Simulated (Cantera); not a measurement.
# Stirred combustor or abatement burner

A perfectly stirred reactor is fed with CH₄ : O₂ : N₂ : H₂O = 1 : 2.9 : 10.9 : 1.7 (molar parts), equivalence ratio 0.69, at 10.0 bar; it is adiabatic with a 423 K inlet, and is followed from long to short residence time, starting on the burning branch (τ in s: 0.21, 0.088, 0.037, 0.016, 0.0068, 0.0029, 0.0012, 0.00052, 0.00022, 9.4e-05, 4e-05, 1.7e-05, 7.2e-06).

Computed with Cantera and GRI-Mech 3.0 (53 species, 325 reactions).

| τ (s) | T (K) | x CH₄ | x O₂ | x H₂O | x C₂H | x CH₂O | x O | x C₂H₄ |
|---|---|---|---|---|---|---|---|---|
| 0.21 | 1757 | 2.92e-6 | 0.0545 | 0.224 | <1e-12 | 2.68e-7 | 6.90e-6 | 5.68e-10 |
| 0.088 | 1757 | 6.38e-6 | 0.0545 | 0.224 | <1e-12 | 5.97e-7 | 7.97e-6 | 2.66e-9 |
| 0.037 | 1756 | 1.32e-5 | 0.0546 | 0.224 | 3.66e-12 | 1.27e-6 | 1.01e-5 | 1.10e-8 |
| 0.016 | 1754 | 2.54e-5 | 0.0546 | 0.224 | 1.29e-11 | 2.55e-6 | 1.37e-5 | 3.86e-8 |
| 0.0068 | 1751 | 4.89e-5 | 0.0548 | 0.224 | 4.25e-11 | 5.11e-6 | 1.98e-5 | 1.29e-7 |
| 0.0029 | 1745 | 9.50e-5 | 0.0552 | 0.223 | 1.30e-10 | 1.03e-5 | 2.89e-5 | 4.24e-7 |
| 0.0012 | 1732 | 0.000203 | 0.0562 | 0.223 | 3.93e-10 | 2.23e-5 | 4.18e-5 | 1.59e-6 |
| 0.00052 | 1696 | 0.000543 | 0.0589 | 0.221 | 1.12e-9 | 5.83e-5 | 5.08e-5 | 8.77e-6 |
| 0.00022 | 423 | 0.0606 | 0.176 | 0.103 | <1e-12 | <1e-12 | <1e-12 | <1e-12 |
| 9.4e-5 | 423 | 0.0606 | 0.176 | 0.103 | <1e-12 | <1e-12 | <1e-12 | <1e-12 |
| 4.0e-5 | 423 | 0.0606 | 0.176 | 0.103 | <1e-12 | <1e-12 | <1e-12 | <1e-12 |
| 1.7e-5 | 423 | 0.0606 | 0.176 | 0.103 | <1e-12 | <1e-12 | <1e-12 | <1e-12 |
| 7.2e-6 | 423 | 0.0606 | 0.176 | 0.103 | <1e-12 | <1e-12 | <1e-12 | <1e-12 |
x: mole fraction; the columns are a selection and need not sum to one.
